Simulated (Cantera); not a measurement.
Feed: 1 mol SiHCl₃, 2.6 mol N₂, at 0.110 bar.

These are equilibrium values from Cantera (NASA tables, ideal gas, pure condensed phases), not measurements of a reactor. Candidate condensed phases: NH₄Cl, Si, Si₃N₄; 28 gas species. N₂ is the only nitrogen source here; it is nearly inert below about 1500 K, so the nitride shown seldom forms there in practice. Equilibrium is a limit: real reactors are often held back by kinetics, nucleation or transport.

Question: What share of the Si ends up in condensed phases as a function of T (K), at 750, 825, 900, 975, 1050, 1125, 1200, 1275, 1350?

Answer: 
```
T (K)  Si condensed (%)        as
-----  ----------------  --------
750                39.7  Si₃N₄(s)
825                40.8  Si₃N₄(s)
900                41.6  Si₃N₄(s)
975                42.3  Si₃N₄(s)
1050               42.8  Si₃N₄(s)
1125               43.2  Si₃N₄(s)
1200               43.5  Si₃N₄(s)
1275               43.4  Si₃N₄(s)
1350               42.5  Si₃N₄(s)
```
